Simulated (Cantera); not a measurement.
An adiabatic, constant-volume homogeneous reactor starts with C3H8 : O2 : N2 : H2O = 1 : 3.12 : 37.5 : 2.3 (molar parts), equivalence ratio 1.6, at 1800 K and 0.740 bar. Integrator tolerance rtol = 1e-08.

Computed with Cantera and GRI-Mech 3.0 (53 species, 325 reactions). GRI-Mech 3.0 was tuned for natural gas; its chemistry of propane as a main component is partial and can be far from experiment.

Question: What does this change do: N2 37.5 to 19 parts?

Answer: 
```csv
quantity,before,after
time of steepest temperature rise,31.5 µs,22.0 µs
temperature at 7.00 s,2511 K,2756 K
equilibrium temperature,2511 K,2756 K
x(C3H8) at 7.00 s,<1e-12 (gas-phase equilibrium <1e-12),<1e-12 (gas-phase equilibrium <1e-12)
x(O2) at 7.00 s,0.000253 (gas-phase equilibrium 0.000253),0.00163 (gas-phase equilibrium 0.00163)
x(H2O) at 7.00 s,0.0946 (gas-phase equilibrium 0.0946),0.147 (gas-phase equilibrium 0.147)
x(OH) at 7.00 s,0.00265 (gas-phase equilibrium 0.00265),0.0101 (gas-phase equilibrium 0.0101)
x(CH2) at 7.00 s,<1e-12 (gas-phase equilibrium <1e-12),<1e-12 (gas-phase equilibrium <1e-12)
x(CO) at 7.00 s,0.0448 (gas-phase equilibrium 0.0448),0.0765 (gas-phase equilibrium 0.0765)
```
